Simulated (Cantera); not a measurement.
Input (Python, Cantera) and output of one run.

```python
import numpy as np
import cantera as ct

gas_names = """
    CL CL2 H HCL H2 Si SiCL SiCL2 SiCL3 SiCL4 SiH SiHCL3 SiH2 SiH2CL2 SiH3 SiH3CL SiH4 Si2 Si3
""".split()
cond_names = """
    Si(cr) Si(L)
""".split()


# ... load() reads the species with a 1 bar reference pressure and builds the phases ...
atoms = {
    'SiCl4': {'Si': 1, 'CL': 4},
    'H2': {'H': 2},
}
top_T = {}  # K; cautious upper limits of use, not melting points


# ... equilibrate(T, P, feed) seeds the gas with the atoms and calls Mixture.equilibrate('TP', solver="vcs", rtol=1e-11, max_steps=5000) ...
results = []
feed = {'SiCl4': 1, 'H2': 15}  # mol
P = 13332.2  # Pa
for T in [975, 1000, 1025, 1050, 1075, 1100, 1125, 1150, 1175, 1200, 1225, 1250, 1275]:
    mix = equilibrate(T, P, feed)
    results.append((T, P, feed, dict(zip(mix.species_names, mix.species_moles))))

top = {s: max(r[3][s] / sum(r[3][g] for g in gas_names) for r in results) for s in gas_names}
cols = sorted((s for s in top if top[s] > 1e-06), key=lambda s: -top[s])[:8]
seen = [c for c in cond_names if any(r[3].get(c, 0) > 1e-12 for r in results)]
print("log10 of partial pressures in bar; condensed amounts in mol")
print(f"{'T/K':>10s}" + "".join(f"{s[:9]:>10s}" for s in cols + seen))
for T, P, feed, n in results:
    ng = sum(n[g] for g in gas_names)
    print(f"{T:10.4g}" + "".join(f"{np.log10(max(n[s] / ng * P / 1e5, 1e-99)):10.3f}" for s in cols)
          + "".join(f"{n.get(c, 0):10.4g}" for c in seen))
```

Result:

```
log10 of partial pressures in bar; condensed amounts in mol
       T/K        H2       HCL     SiCL4     SiCL2    SiHCL3     SiCL3   SiH2CL2    SiH3CL    Si(cr)
       975    -0.911    -2.655    -2.207    -4.648    -2.706    -4.154    -4.185    -6.262         0
      1000    -0.912    -2.609    -2.222    -4.355    -2.677    -3.981    -4.099    -6.113         0
      1025    -0.913    -2.564    -2.239    -4.083    -2.653    -3.820    -4.023    -5.981         0
      1050    -0.914    -2.513    -2.256    -3.841    -2.640    -3.677    -3.968    -5.880  0.001861
      1075    -0.915    -2.436    -2.270    -3.666    -2.655    -3.568    -3.972    -5.870   0.01605
      1100    -0.917    -2.364    -2.288    -3.502    -2.673    -3.467    -3.979    -5.861   0.03066
      1125    -0.919    -2.297    -2.310    -3.348    -2.694    -3.374    -3.988    -5.855   0.04521
      1150    -0.922    -2.234    -2.337    -3.203    -2.718    -3.290    -3.999    -5.851   0.05916
      1175    -0.924    -2.175    -2.369    -3.068    -2.746    -3.214    -4.014    -5.849   0.07186
      1200    -0.927    -2.122    -2.408    -2.943    -2.779    -3.147    -4.033    -5.850   0.08266
      1225    -0.930    -2.073    -2.454    -2.828    -2.818    -3.090    -4.055    -5.853   0.09096
      1250    -0.933    -2.028    -2.509    -2.723    -2.863    -3.043    -4.083    -5.859   0.09627
      1275    -0.936    -1.989    -2.573    -2.628    -2.915    -3.007    -4.115    -5.868   0.09831
```

Cantera equilibrium calculation (NASA polynomials, part measured and part estimated; ideal gas, pure solids and liquids). The tables' values for SiCl3 are old estimates; treat these amounts as uncertain.
